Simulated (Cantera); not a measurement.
A closed system holds: 1 mol SO2, 0.63 mol H2, at 0.230 bar.

Method: chemical equilibrium by Gibbs-energy minimisation in Cantera with the NASA 1993 tables (ideal gas, pure condensed phases). Candidate condensed phases: H2O, H2SO4, S; 19 gas species. Kinetics and transport are ignored.

Q: At 1850 K, list the 5 most abundant gas species with their mole fractions, and the condensed phases.

A: SO2 0.471, H2O 0.359, S2 0.0752, H2 0.0530, SO 0.0280. Condensed: gas only.
